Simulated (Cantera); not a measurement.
## Stirred combustor or abatement burner

A perfectly stirred reactor is fed with 12.0 % CH4, 18.5 % O2, 69.5 % N2, at 0.600 bar; it is adiabatic with a 423 K inlet, and is followed from long to short residence time, starting on the burning branch (τ in s: 0.031, 0.013, 0.0059, 0.0026, 0.0011, 0.00048, 0.00021, 9.1e-05, 4e-05, 1.7e-05, 7.5e-06, 3.3e-06).

Computed with Cantera and GRI-Mech 3.0 (53 species, 325 reactions).

```
τ (s)    T (K)     x CH4      x O2      x H   x H2O2       x O    x CO
-------  -----  --------  --------  -------  -------  --------  ------
0.031     2105   2.93e-5  0.000403  0.00407  1.69e-8  0.000142  0.0615
0.013     2089   4.65e-5  0.000694  0.00533  2.50e-8  0.000236  0.0615
0.0059    2071   7.62e-5   0.00112  0.00662  3.42e-8  0.000356  0.0616
0.0026    2050  0.000138   0.00181  0.00795  4.58e-8  0.000504  0.0619
0.0011    2023  0.000284   0.00306  0.00907  6.10e-8  0.000659  0.0627
0.00048   1989  0.000640   0.00554  0.00945  8.48e-8  0.000768  0.0647
0.00021   1916   0.00192    0.0126  0.00800  1.67e-7  0.000736  0.0699
9.1e-5     423     0.120     0.185   <1e-12   <1e-12    <1e-12  <1e-12
4.0e-5     423     0.120     0.185   <1e-12   <1e-12    <1e-12  <1e-12
1.7e-5     423     0.120     0.185   <1e-12   <1e-12    <1e-12  <1e-12
7.5e-6     423     0.120     0.185   <1e-12   <1e-12    <1e-12  <1e-12
3.3e-6     423     0.120     0.185   <1e-12   <1e-12    <1e-12  <1e-12
```
x: mole fraction; the columns are a selection and need not sum to one.
